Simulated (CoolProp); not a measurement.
A Linde-Hampson liquefier for normal hydrogen: isothermal reversible compression at 250 K from 1 atm to 30 MPa, throttling to 1 atm, return gas leaving the recuperator 2 K below the feed. Each further row changes one setting.

Values from CoolProp's reference Helmholtz-energy equation of state, Leachman 2009.

```json
[
 {"case": "as stated", "compression work (kJ/kg of gas)": "6080"},
 {"case": "high pressure 60 MPa", "compression work (kJ/kg of gas)": "7020"},
 {"case": "warm-end temperature 280 K", "compression work (kJ/kg of gas)": "6790"},
 {"case": "warm-end gap 7 K", "compression work (kJ/kg of gas)": "6080"}
]
```
